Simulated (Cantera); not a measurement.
What does this Cantera script print?

```python
import numpy as np
import cantera as ct

gas_names = """
    HBO2 H O2
""".split()
cond_names = """
    B(b) B(L)
""".split()


# ... load() reads the species with a 1 bar reference pressure and builds the phases ...
species = {s.name: s for s in load("nasa_gas.yaml", gas_names) + load("nasa_condensed.yaml", cond_names)}
# Each term lists the table entries of one substance; the one whose range holds T is used.
reactions = {
    'HBO2(g) = B + H(g) + O2(g)':
        [(-1, ['HBO2']), (1, ['B(b)', 'B(L)']), (1, ['H']), (1, ['O2'])],
}


def pick(names, T):
    return next(species[n] for n in names if species[n].thermo.min_temp <= T <= species[n].thermo.max_temp)


results = []
for label, terms in reactions.items():
    print(label)
    print("     T/K   dH/kJ  dS/(J/K)   dG/kJ   log10 K")
    for T in [625, 700, 775, 850, 925, 1000, 1075, 1150, 1225, 1300]:
        used = [(nu, pick(names, T)) for nu, names in terms]
        dH = sum(nu * s.thermo.h(T) for nu, s in used) / 1e6
        dS = sum(nu * s.thermo.s(T) for nu, s in used) / 1e3
        dG = dH - T * dS / 1e3
        logK = -dG * 1e6 / (ct.gas_constant * T * np.log(10))
        results.append((label, T, dH, dS, dG, logK, [s.name for _, s in used]))
        print(f"{T:8g} {dH:8.1f} {dS:8.1f} {dG:8.1f} {logK:8.2f}")
```

It prints:

```
HBO2(g) = B + H(g) + O2(g)
     T/K   dH/kJ  dS/(J/K)   dG/kJ   log10 K
     625    784.7     99.8    722.3   -60.37
     700    786.0    101.7    714.8   -53.34
     775    787.2    103.4    707.1   -47.66
     850    788.4    104.8    699.3   -42.97
     925    789.5    106.1    691.4   -39.04
    1000    790.6    107.2    683.4   -35.70
    1075    791.6    108.2    675.3   -32.81
    1150    792.6    109.1    667.1   -30.30
    1225    793.6    109.9    658.9   -28.10
    1300    794.6    110.7    650.7   -26.14
```

Cantera with NASA thermochemical tables; ideal gases at 1 bar, condensed phases pure. Condensed species are held in their standard states even where they would react or evaporate.
